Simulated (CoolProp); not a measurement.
Vapour-liquid equilibrium of toluene (1) + n-nonane (2) at 41.55 °C; x and y are mole fractions of (1).

Model: multi-fluid Helmholtz-energy mixture model, Lemmon 2006 and Lemmon 2006; pair parameters Bell 2016, in CoolProp.

```tsv
x	bubble pressure, mixture model (bar)	bubble pressure, Raoult's law (bar)	y, mixture model	y, Raoult's law
0.05	0.02087	0.01887	0.298	0.224
0.125	0.02861	0.02407	0.526	0.440
0.2	0.03569	0.02927	0.650	0.579
0.275	0.04209	0.03447	0.727	0.676
0.35	0.04784	0.03966	0.780	0.748
0.425	0.05301	0.04486	0.820	0.803
0.5	0.05770	0.05006	0.851	0.846
0.575	0.06202	0.05526	0.876	0.882
0.65	0.06609	0.06046	0.899	0.911
0.725	0.07002	0.06566	0.920	0.935
0.8	0.07390	0.07085	0.941	0.957
0.875	0.07783	0.07605	0.962	0.975
0.95	0.08190	0.08125	0.984	0.991
```

The largest gap from Raoult's law is +22.1 % in bubble pressure, at x = 0.275. No azeotrope shows between x = 0.05 and 0.95.

The pair parameters rest on a limited set of measurements; away from them the model extrapolates.
